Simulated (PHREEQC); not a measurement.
Make-up at 20 °C: 0.019 mol CdSO4, 0.00016 mol Na2SO4 and 0.025 mol H2SO4 per kg of water. Closed to the air; pH follows from the charge balance.

Computed with PHREEQC (ion-association model, wateq4f.dat).

The ionic strength comes out as 0.0802 mol/kgw. What activity coefficients do SO4-2, Na+, NaSO4-, Cd+2, H+ get?

SO4-2 0.40, Na+ 0.80, NaSO4- 0.80, Cd+2 0.40, H+ 0.84.

This is a speciation only: nothing precipitates in the calculation. Species that the database lacks are ignored.
